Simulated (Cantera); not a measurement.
Input (Python, Cantera) and output of one run.

```python
import numpy as np
import cantera as ct

gas_names = """
    H HO2 H2 H2O H2O2 H2S H2SO4 Mg MgH MgO MgOH MgO2H2 MgS Mg2 O OH O2 O3 S SH SO SO2 SO3 S2 S2O S8
""".split()
cond_names = """
    H2O(s) H2O(L) H2SO4(L) Mg(cr) Mg(L) MgO(s) MgO(L) MgO2H2(s) MgS(s) MgSO4(s) MgSO4(L) S(cr1) S(cr2)
    S(L)
""".split()


# ... load() reads the species with a 1 bar reference pressure and builds the phases ...
atoms = {
    'MgSO4': {'Mg': 1, 'S': 1, 'O': 4},
    'H2': {'H': 2},
}
top_T = {'MgS(s)': 2250}  # K; cautious upper limits of use, not melting points


# ... equilibrate(T, P, feed) seeds the gas with the atoms and calls Mixture.equilibrate('TP', solver="vcs", rtol=1e-11, max_steps=5000) ...
results = []
feed = {'MgSO4': 1, 'H2': 0.31}  # mol
P = 1000  # Pa
for T in [1123, 1223, 1323, 1423, 1523, 1623, 1723, 1823, 1923, 2023, 2123]:
    mix = equilibrate(T, P, feed)
    results.append((T, P, feed, dict(zip(mix.species_names, mix.species_moles))))
    x = sorted(zip(gas.X, gas.species_names), reverse=True)
    print(f"T = {T:g} K  P = {P:g} Pa  gas = {mix.phase_moles(0):.4g} mol")
    print("   x: " + "  ".join(f"{s} {v:.3e}" for v, s in x if v > 1e-05))
    print("   condensed (mol): " + ("  ".join(f"{mix.phase(i).name} {mix.phase_moles(i):.4g}"
          for i in range(1, mix.n_phases) if mix.phase_moles(i) > 1e-12) or "none"))
```

Result:

```
T = 1123 K  P = 1000 Pa  gas = 1.644 mol
   x: SO2 5.949e-01  O2 2.031e-01  H2O 1.886e-01  SO3 1.342e-02
   condensed (mol): MgO(s) 1
T = 1223 K  P = 1000 Pa  gas = 1.65 mol
   x: SO2 6.002e-01  O2 2.061e-01  H2O 1.878e-01  SO3 5.838e-03  OH 1.755e-05
   condensed (mol): MgO(s) 1
T = 1323 K  P = 1000 Pa  gas = 1.653 mol
   x: SO2 6.022e-01  O2 2.073e-01  H2O 1.875e-01  SO3 2.867e-03  OH 5.887e-05
   condensed (mol): MgO(s) 1
T = 1423 K  P = 1000 Pa  gas = 1.654 mol
   x: SO2 6.031e-01  O2 2.078e-01  H2O 1.874e-01  SO3 1.556e-03  OH 1.666e-04
   condensed (mol): MgO(s) 1
T = 1523 K  P = 1000 Pa  gas = 1.654 mol
   x: SO2 6.035e-01  O2 2.080e-01  H2O 1.872e-01  SO3 9.163e-04  OH 4.112e-04  O 2.516e-05  H2 1.051e-05
   condensed (mol): MgO(s) 1
T = 1623 K  P = 1000 Pa  gas = 1.655 mol
   x: SO2 6.036e-01  O2 2.079e-01  H2O 1.868e-01  OH 9.075e-04  SO3 5.766e-04  O 8.673e-05  H2 3.549e-05  SO 2.910e-05
   condensed (mol): MgO(s) 1
T = 1723 K  P = 1000 Pa  gas = 1.656 mol
   x: SO2 6.034e-01  O2 2.077e-01  H2O 1.862e-01  OH 1.825e-03  SO3 3.833e-04  O 2.591e-04  SO 1.066e-04  H2 1.040e-04  H 1.860e-05
   condensed (mol): MgO(s) 1
T = 1823 K  P = 1000 Pa  gas = 1.657 mol
   x: SO2 6.028e-01  O2 2.072e-01  H2O 1.850e-01  OH 3.392e-03  O 6.866e-04  SO 3.383e-04  H2 2.706e-04  SO3 2.664e-04  H 7.127e-05
   condensed (mol): MgO(s) 1
T = 1923 K  P = 1000 Pa  gas = 1.66 mol
   x: SO2 6.012e-01  O2 2.063e-01  H2O 1.830e-01  OH 5.890e-03  O 1.644e-03  SO 9.513e-04  H2 6.348e-04  H 2.374e-04  SO3 1.921e-04
   condensed (mol): MgO(s) 1
T = 2023 K  P = 1000 Pa  gas = 1.666 mol
   x: SO2 5.977e-01  O2 2.049e-01  H2O 1.795e-01  OH 9.634e-03  O 3.606e-03  SO 2.410e-03  H2 1.359e-03  H 7.001e-04  SO3 1.426e-04  Mg 1.593e-05
   condensed (mol): MgO(s) 0.9999
T = 2123 K  P = 1000 Pa  gas = 1.677 mol
   x: SO2 5.906e-01  O2 2.029e-01  H2O 1.738e-01  OH 1.491e-02  O 7.339e-03  SO 5.564e-03  H2 2.672e-03  H 1.855e-03  Mg 1.221e-04  SO3 1.080e-04  MgOH 2.140e-05  MgO 2.012e-05  MgO2H2 1.725e-05  S 1.615e-05
   condensed (mol): MgO(s) 0.9997
```

Equilibrium computed with Cantera from the NASA thermochemical tables; the gas is ideal and each condensed phase is pure.
